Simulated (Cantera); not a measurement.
An isothermal, constant-pressure homogeneous reactor starts with H2 : O2 : N2 = 0.96 : 1 : 1.6 (molar parts), equivalence ratio 0.48, at 950 K and 13300 Pa.

Detailed kinetics in Cantera: GRI-Mech 3.0 (53 species, 325 reactions). Radical loss at walls, strong at low pressure, is not modelled. The temperature is held fixed by assumption; the heat of reaction is taken as removed at once.

x: mole fraction; the columns are a selection and need not sum to one.

```csv
t (s),x H2,x O2,x N2O,x H2O2,x H
1.00e-6,0.270,0.281,<1e-12,<1e-12,1.73e-12
2.82e-6,0.270,0.281,<1e-12,<1e-12,4.81e-12
7.95e-6,0.270,0.281,<1e-12,<1e-12,1.35e-11
2.24e-5,0.270,0.281,<1e-12,<1e-12,4.03e-11
6.31e-5,0.270,0.281,<1e-12,<1e-12,1.63e-10
0.000178,0.270,0.281,<1e-12,<1e-12,1.87e-9
0.000502,0.270,0.281,<1e-12,1.53e-10,7.87e-7
0.00141,0.0424,0.186,…,5.40e-6,0.0156
0.00399,0.00595,0.171,…,4.27e-6,6.30e-5
0.0112,0.00284,0.170,…,6.65e-6,7.82e-6
0.0317,0.00153,0.169,6.30e-9,9.75e-6,1.27e-6
0.0893,0.000839,0.169,6.66e-9,1.04e-5,2.94e-7
0.252,0.000353,0.169,7.00e-9,4.82e-6,7.19e-8
0.710,9.85e-5,0.169,7.23e-9,7.12e-7,9.41e-9
2.00,2.37e-5,0.169,7.31e-9,5.39e-8,8.17e-10
```

**Question.** Fill in the missing entries.

**Answer.** 
- 0.00141, x N2O: 2.59e-9
- 0.00399, x N2O: 5.03e-9
- 0.0112, x N2O: 5.79e-9
